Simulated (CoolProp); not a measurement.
n-pentane along the isotherm 484.3 K: fugacity coefficient from the reference equation and from simpler models built on Tc = 469.7 K, pc = 3368 kPa, ω = 0.251; each cubic takes its own stable root.

Model: reference Helmholtz-energy equation of state, Thol 2019, in CoolProp.

| p (kPa) | phase | reference |
|---|---|---|
| 765 | gas | 0.9307 |
| 1530 | gas | 0.8629 |
| 2300 | gas | 0.7955 |
| 3060 | gas | 0.7288 |
| 3830 | supercritical | 0.6580 |
| 4590 | supercritical | 0.5822 |
| 5360 | supercritical | 0.5199 |
| 6120 | supercritical | 0.4730 |
| 6890 | supercritical | 0.4358 |
| 7650 | supercritical | 0.4064 |
| 8420 | supercritical | 0.3822 |

Q: How far does each simpler model (van der Waals, Redlich-Kwong, Soave-Redlich-Kwong, Peng-Robinson) lie from the reference over these 11 states: mean and median of the absolute difference, and the worst?

A: 
- van der Waals: mean 4.8 %, median 3.5 %, worst +10.7 % at 484.3 K and 8420 kPa
- Redlich-Kwong: mean 1.0 %, median 0.2 %, worst +3.2 % at 484.3 K and 8420 kPa
- Soave-Redlich-Kwong: mean 2.2 %, median 1.8 %, worst +5.4 % at 484.3 K and 8420 kPa
- Peng-Robinson: mean 1.7 %, median 1.6 %, worst -2.9 % at 484.3 K and 3830 kPa
